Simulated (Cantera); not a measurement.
Feed: 1 mol Ta₂O₅, 2.1 mol CO, 0.88 mol H₂, held at 4700 Pa.

Equilibrium computed with Cantera from the NASA thermochemical tables; the gas is ideal and each condensed phase is pure. Candidate condensed phases: C, C₆H₆, C₇H₈, C₈H₁₈, H₂O, Ta, TaC, Ta₂O₅; 113 gas species. Mutual solubility and eutectic melting of coexisting phases are not modelled. TaC: taken at fixed stoichiometry. Condensed phases not in the tables: Ta₂C. Equilibrium is a limit: real reactors are often held back by kinetics, nucleation or transport.

Question: At 1377 °C, list the 4 most abundant gas species with their mole fractions, and the condensed phases.

Answer: CO 0.704, H₂ 0.295, H₂O 0.000734, CO₂ 0.000546. Condensed: TaC(s) + Ta₂O₅(s).
